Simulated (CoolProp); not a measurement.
Dodecamethylcyclohexasiloxane (D6) along the isotherm 145.85 °C: Z from the reference equation and from simpler models built on Tc = 372.6 °C, pc = 0.9614 MPa, ω = 0.736; each cubic takes its own stable root.

Computed with CoolProp (reference Helmholtz-energy equation of state, Colonna 2008). It is a short technical equation, of lower accuracy than the large ones.

```json
[
 {"p (MPa)": "0.0076", "phase": "liquid", "reference": "0.001166"},
 {"p (MPa)": "0.0135", "phase": "liquid", "reference": "0.002071"},
 {"p (MPa)": "0.024", "phase": "liquid", "reference": "0.003681"},
 {"p (MPa)": "0.0427", "phase": "liquid", "reference": "0.006549"},
 {"p (MPa)": "0.076", "phase": "liquid", "reference": "0.01165"},
 {"p (MPa)": "0.135", "phase": "liquid", "reference": "0.02069"},
 {"p (MPa)": "0.24", "phase": "liquid", "reference": "0.03677"},
 {"p (MPa)": "0.427", "phase": "liquid", "reference": "0.06535"},
 {"p (MPa)": "0.76", "phase": "liquid", "reference": "0.1161"},
 {"p (MPa)": "1.35", "phase": "liquid", "reference": "0.2055"},
 {"p (MPa)": "2.4", "phase": "liquid", "reference": "0.3634"}
]
```

Problem. How far does each simpler model (van der Waals, Peng-Robinson) lie from the reference over these 11 states: mean and median of the absolute difference, and the worst?

Solution. 
- van der Waals: mean 16562.3 %, median 75.7 %, worst +85114.4 % at 145.85 °C and 0.0076 MPa
- Peng-Robinson: mean 2.9 %, median 2.9 %, worst -2.9 % at 145.85 °C and 0.0076 MPa

At some of these states van der Waals gives the other phase, because its saturation line lies elsewhere.
